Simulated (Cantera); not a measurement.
A closed system holds: 1 mol CCl₄, 0.91 mol F₂, equilibrated at 3248.15 K and 13.3 mbar.

Cantera equilibrium calculation (NASA polynomials, part measured and part estimated; ideal gas, pure solids and liquids). Candidate condensed phases: C; 27 gas species. The tables' values for CCl are old estimates; treat these amounts as uncertain. Equilibrium is a limit: real reactors are often held back by kinetics, nucleation or transport.

Base state: Cl 0.647, F 0.268, C₃ 0.0341, CF 0.0250, C 0.0169, C₂ 0.00723, CF₂ 0.000938, C₅ 0.000317 (mole fractions); condensed: gas only.

**Question.** What changes in the equilibrium state with this change: F₂ from 0.91 to 0.53 mol?

**Answer.** 
```json
[
 {"species": "Cl", "before": "0.647", "after": "0.736"},
 {"species": "F", "before": "0.268", "after": "0.176"},
 {"species": "C₃", "before": "0.0341", "after": "0.0426"},
 {"species": "CF", "before": "0.0250", "after": "0.0177"},
 {"species": "C", "before": "0.0169", "after": "0.0182"},
 {"species": "CF₂", "before": "0.000938", "after": "0.000438"},
 {"species": "C₅", "before": "0.000317", "after": "0.000459"},
 {"species": "C₄", "before": "0.000112", "after": "0.000151"}
]
```

**Question.** What changes in the equilibrium state with this change: F₂ from 0.91 to 1.9 mol?

**Answer.** 
```tsv
species	before	after
Cl	0.647	0.493
F	0.268	0.431
CF	0.0250	0.0340
C₃	0.0341	0.0206
C	0.0169	0.0143
C₅	0.000317	0.000136
CF₂	0.000938	0.00205
```

**Question.** What changes in the equilibrium state with this change: F₂ from 0.91 to 0.029 mol?

**Answer.** 
```
species    before     after
-------  --------  --------
Cl          0.647     0.896
C₃         0.0341    0.0589
C          0.0169    0.0203
F           0.268    0.0117
CF         0.0250   0.00131
C₂        0.00723    0.0104
CF₂      0.000938   2.14e-6
ClF       1.74e-5   1.05e-6
C₅       0.000317  0.000788
C₄       0.000112  0.000232
Cl₂       2.78e-5   5.32e-5
```
